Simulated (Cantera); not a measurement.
Charge: 1 mol CCl₄, 1.4 mol H₂, at 3.10e-5 bar.

These are equilibrium values from Cantera (NASA tables, ideal gas, pure condensed phases), not measurements of a reactor. Candidate condensed phases: C, C₆H₆, C₇H₈, C₈H₁₈; 91 gas species. Kinetics and transport are ignored. All values below are at 1550 K.

Base state: HCl 0.700, Cl 0.300, Cl₂ 0.000425, H₂ 0.000111, H 5.97e-5 (mole fractions); condensed: C(graphite).

Q: What changes in the equilibrium state with this change: H₂ from 1.4 to 2.8 mol?

A: 
```json
[
 {"species": "HCl", "before": "0.700", "after": "0.820"},
 {"species": "H₂", "before": "0.000111", "after": "0.169"},
 {"species": "Cl", "before": "0.300", "after": "0.00900"},
 {"species": "Cl₂", "before": "0.000425", "after": "3.84e-7"},
 {"species": "H", "before": "5.97e-5", "after": "0.00233"},
 {"species": "C(graphite), mol", "before": "1.00", "after": "1.000"}
]
```
